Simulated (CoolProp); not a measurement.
Vapour-liquid equilibrium of diethyl ether (1) + ethanol (2) at 324.1 K; x and y are mole fractions of (1).

Computed with CoolProp (multi-fluid Helmholtz-energy mixture model, Thol 2014 and Schroeder 2014; pair parameters Bell 2016).

Q: Give the bubble pressure and the first vapour's composition at x = 0.2, 0.65, 0.95. Is there an azeotrope?

A: x = 0.2: 89.23 kPa, y = 0.708; x = 0.65: 145.7 kPa, y = 0.883; x = 0.95: 171.3 kPa, y = 0.976. No azeotrope shows between x = 0.05 and 0.95.

Pair parameters are fitted to limited data, so mixtures are less certain than the pure fluids.
